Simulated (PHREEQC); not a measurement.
0.056 g of hydrous ferric oxide (600 m²/g; 0.2 weak and 0.005 strong sites per Fe, Dzombak-Morel constants, diffuse double layer) in 1 kg of water with 0.005 mol/kgw of an inert sodium salt and 1.1e-05 mol/kgw Na2SO4, at 25 °C; the pH is set by adding NaOH or the inert anion's acid. Oxygen alone is held at its pressure in air (log pO2 = -0.68). CO2 from the air is kept out. Precipitation was switched off in this run.

Base run: PHREEQC, ion-association model, wateq4f.dat. Each further column changes one thing. The table gives surface charge σ (C/m²).

| pH | base | background salt from 0.005 to 0.0005 mol/kgw | oxide from 0.056 to 0.28 g/kgw | 0.00027 mol/kgw CaCl2 added |
|---|---|---|---|---|
| 4 | 0.151 | 0.077 | 0.177 | 0.157 |
| 4.38 | 0.116 | 0.054 | 0.138 | 0.122 |
| 5.12 | 0.065 | 0.026 | 0.078 | ? |
| 5.5 | 0.047 | 0.017 | 0.057 | 0.050 |
| 5.88 | 0.034 | 0.012 | 0.040 | 0.037 |
| 6.62 | 0.019 | ? | 0.019 | 0.020 |
| 7 | 0.012 | 0.004 | 0.012 | 0.013 |
| 7.38 | 0.007 | 0.002 | 0.007 | ? |
| 8.12 | 0.000 | 0.000 | 0.000 | 0.001 |
| 8.5 | -0.004 | -0.001 | -0.004 | -0.001 |
| 8.88 | -0.008 | -0.003 | -0.008 | -0.003 |
| 9.62 | -0.020 | -0.007 | -0.020 | -0.003 |
| 10 | -0.031 | -0.012 | -0.031 | -0.004 |

Q: Complete the blanks.

A: 
- 5.12, 0.00027 mol/kgw CaCl2 added: 0.068
- 6.62, background salt from 0.005 to 0.0005 mol/kgw: 0.006
- 7.38, 0.00027 mol/kgw CaCl2 added: 0.008
